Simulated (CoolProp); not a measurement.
Vapour pressure (bar) of CHF3 (R23): the reference equation beside estimates from Tc = 26.1 °C, pc = 48.32 bar, ω = 0.263.

Values from CoolProp's reference Helmholtz-energy equation of state, Penoncello 2003.

| T (°C) | reference | Lee-Kesler | van der Waals |
|---|---|---|---|
| -52.45 | 4.329 | 4.354 | 12.57 |
| -49.15 | 4.957 | 4.993 | 13.51 |
| -45.75 | 5.675 | 5.721 | 14.53 |
| -42.35 | 6.469 | 6.525 | 15.59 |
| -39.05 | 7.318 | 7.383 | 16.68 |
| -35.65 | 8.276 | 8.352 | 17.84 |
| -32.35 | 9.294 | 9.379 | 19.02 |
| -28.95 | 10.44 | 10.53 | 20.28 |
| -25.55 | 11.68 | 11.79 | 21.59 |
| -22.25 | 13.00 | 13.10 | 22.92 |
| -18.85 | 14.46 | 14.57 | 24.33 |
| -15.55 | 16.00 | 16.11 | 25.76 |
| -12.15 | 17.71 | 17.82 | 27.28 |
| -8.75 | 19.55 | 19.66 | 28.86 |

Absolute difference from the reference over all 14 rows, mean and median: Lee-Kesler 0.8 and 0.8 %, van der Waals 106.7 and 99.5 %.
